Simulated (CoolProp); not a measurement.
p-xylene at 399.23 K and 0.0339 MPa is throttled through a valve to 0.0105 MPa with no heat exchange. Each further row changes one setting.

Model: reference Helmholtz-energy equation of state, Zhou 2012, in CoolProp.

```tsv
case	temperature change (K)	final density (kg/m³)
as stated	?	?
outlet pressure 0.00315 MPa	?	?
outlet pressure 0.0137 MPa	?	?
```

Question: What belongs in the gaps?

Answer: 
- as stated, temperature change (K): -0.9
- as stated, final density (kg/m³): 0.338
- outlet pressure 0.00315 MPa, temperature change (K): -1.2
- outlet pressure 0.00315 MPa, final density (kg/m³): 0.101
- outlet pressure 0.0137 MPa, temperature change (K): -0.8
- outlet pressure 0.0137 MPa, final density (kg/m³): 0.442
